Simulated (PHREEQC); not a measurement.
Make-up at 25 °C: 0.0031 mol/kgw HF, 0.012 mol/kgw H2SiF6 and 0.0023 mol/kgw HBF4. Closed to the air; pH follows from the charge balance.

The numbers come from PHREEQC with the ion-association model, phreeqc.dat.

**Question.** The ionic strength comes out as 0.0373 mol/kgw. What activity coefficients do H+, BF4-, SiF6-2, HF2-, F- get?

**Answer.** H+ 0.86, BF4- 0.84, SiF6-2 0.50, HF2- 0.84, F- 0.83.

Precipitation was switched off in this run. Examples of supersaturated solids here: Quartz (slow to form). Others may be too. SiF6-2 is the database's only silicon fluoride. Real BF4- forms and hydrolyses slowly; the run takes it at equilibrium.
